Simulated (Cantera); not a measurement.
An adiabatic, constant-pressure homogeneous reactor starts with H₂ : O₂ : N₂ = 1 : 0.746 : 2.81 (molar parts), equivalence ratio 0.67, at 1050 K and 27.6 atm. Integrator tolerance rtol = 1e-08.

Cantera simulation using the H2/O2 subset of GRI-Mech 3.0, which has no nitrogen chemistry; the numbers are that mechanism's predictions, not measurements. The hydrogen kinetics of GRI-Mech 3.0 are dated; newer H2 mechanisms differ, most at raised pressure. The pressure lies above the range GRI-Mech 3.0 was tuned for (to about 10 atm).

| quantity | before | after |
|---|---|---|
| time of steepest temperature rise | 2.20 ms | 0.274 µs |
| temperature at 10.0 s | 2565 K | 3036 K |
| equilibrium temperature | 2565 K | 3036 K |
| x(H₂) at 10.0 s | 0.00152 (gas-phase equilibrium 0.00152) | 0.00892 (gas-phase equilibrium 0.00892) |
| x(O₂) at 10.0 s | 0.0586 (gas-phase equilibrium 0.0586) | 0.0554 (gas-phase equilibrium 0.0554) |
| x(H₂O₂) at 10.0 s | 2.48e-6 (gas-phase equilibrium 2.48e-6) | 4.98e-6 (gas-phase equilibrium 4.98e-6) |
| x(O) at 10.0 s | 0.000910 (gas-phase equilibrium 0.000910) | 0.00572 (gas-phase equilibrium 0.00572) |
| x(OH) at 10.0 s | 0.00863 (gas-phase equilibrium 0.00863) | 0.0264 (gas-phase equilibrium 0.0264) |
| x(HO₂) at 10.0 s | 2.30e-5 (gas-phase equilibrium 2.30e-5) | 5.65e-5 (gas-phase equilibrium 5.65e-5) |

Q: What was changed between the two runs?
A) pressure from 27.6 atm to 17.8 atm
B) constant volume in place of constant pressure
C) initial temperature 1050 to 1750 K
D) pressure from 27.6 atm to 9.87 atm

A: C, initial temperature 1050 to 1750 K
